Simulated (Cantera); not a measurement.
## Halide evaporation, hydrolysis and transport: FeCl2 + H2 + N2

Input: 1 mol FeCl2, 17 mol H2, a varied amount of N2, equilibrated at 1925 K and 1330 Pa.

Method: chemical equilibrium by Gibbs-energy minimisation in Cantera with the NASA 1993 tables (ideal gas, pure condensed phases). Candidate condensed phases: Fe, FeCl2, FeCl3, NH4Cl; 18 gas species. The numbers say what is thermodynamically allowed, not how fast it happens.

At 49 mol N2 the condensed part is Fe(l). From 68 mol N2 to 350 mol N2 nothing is condensed. The main Fe-bearing gas is Fe throughout.

```
n(N2) (mol)   x N2    x H2    x HCl     x Fe      x H   x FeCl2      x Cl  n Fe(l)
-----------  -----  ------  -------  -------  -------  --------  --------  -------
49           0.721   0.237   0.0234   0.0114  0.00403   0.00285  0.000300   0.0317
68           0.782   0.184   0.0188  0.00951  0.00355   0.00196  0.000272        0
94           0.832   0.141   0.0149  0.00755  0.00311   0.00128  0.000246        0
130          0.872   0.107   0.0116  0.00590  0.00271  0.000800  0.000221        0
180          0.904  0.0798  0.00887  0.00453  0.00234  0.000483  0.000196        0
250          0.929  0.0588  0.00669  0.00343  0.00201  0.000282  0.000172        0
350          0.948  0.0427  0.00495  0.00255  0.00171  0.000158  0.000149        0
```
x: gas mole fraction; n: condensed amount in mol.
